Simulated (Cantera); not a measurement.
Charge: 1 mol H₂O, 0.0044 mol SO₂, held at 2150 K and 10.0 mbar.

Method: chemical equilibrium by Gibbs-energy minimisation in Cantera with the NASA 1993 tables (ideal gas, pure condensed phases). Candidate condensed phases: H₂O, H₂SO₄, S; 19 gas species. Rates play no part.

Base state: H₂O 0.890, H₂ 0.0508, OH 0.0215, O₂ 0.0211, H 0.00951, SO₂ 0.00406, O 0.00284, SO 0.000147 (mole fractions); condensed: gas only.

Task: What changes in the equilibrium state with this change: temperature from 2150 K to 2773.15 K?

Result: 
```json
[
 {"species": "H", "before": "0.00951", "after": "0.303"},
 {"species": "H₂O", "before": "0.890", "after": "0.221"},
 {"species": "H₂", "before": "0.0508", "after": "0.166"},
 {"species": "O", "before": "0.00284", "after": "0.128"},
 {"species": "OH", "before": "0.0215", "after": "0.111"},
 {"species": "O₂", "before": "0.0211", "after": "0.0683"},
 {"species": "S", "before": "1.61e-6", "after": "0.000224"},
 {"species": "SH", "before": "4.47e-7", "after": "1.81e-5"},
 {"species": "SO", "before": "0.000147", "after": "0.00112"},
 {"species": "SO₂", "before": "0.00406", "after": "0.00126"}
]
```

Task: What changes in the equilibrium state with this change: temperature from 2150 K to 948.15 K?

Result: 
```
species    before    after
-------  --------  -------
H₂O         0.890    0.996
SO₂       0.00406  0.00438
H₂         0.0508  5.98e-7
OH         0.0215  9.83e-9
O₂         0.0211  8.15e-8
H         0.00951    <1e-9
O         0.00284    <1e-9
SO       0.000147    <1e-9
```
